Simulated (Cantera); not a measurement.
Input: 1 mol Si₃N₄, 0.31 mol O₂, held at 1498.15 K and 13.3 mbar.

These are equilibrium values from Cantera (NASA tables, ideal gas, pure condensed phases), not measurements of a reactor. Candidate condensed phases: Si, SiO₂, Si₂N₂O, Si₃N₄; 16 gas species. Mutual solubility and eutectic melting of coexisting phases are not modelled. The numbers say what is thermodynamically allowed, not how fast it happens.

Base state: N₂ 1.000 (mole fractions); condensed: Si₂N₂O(s) + Si₃N₄(s).

Task: What changes in the equilibrium state with this change: 0.0025 mol CH₄ added?

Result: 
```json
[
 {"species": "N₂", "before": "1.000", "after": "0.976"},
 {"species": "H₂", "before": "0", "after": "0.0234"},
 {"species": "CO", "before": "0", "after": "0.000476"},
 {"species": "HCN", "before": "0", "after": "4.94e-5"},
 {"species": "H", "before": "0", "after": "2.28e-5"},
 {"species": "Si₂N₂O(s), mol", "before": "0.620", "after": "0.620"},
 {"species": "Si₃N₄(s), mol", "before": "0.587", "after": "0.586"},
 {"species": "SiC(s), mol", "before": "0", "after": "0.00239"}
]
```
Further candidate phases: C, C₆H₆, C₇H₈, C₈H₁₈, H₂O, SiC.

Task: What changes in the equilibrium state with this change: 0.0018 mol NH₃ added?

Result: 
```
species         before    after
--------------  ------  -------
N₂               1.000    0.987
H₂                   0   0.0128
H                    0  1.69e-5
Si₂N₂O(s), mol   0.620    0.620
Si₃N₄(s), mol    0.587    0.587
```
Further candidate phases: H₂O.
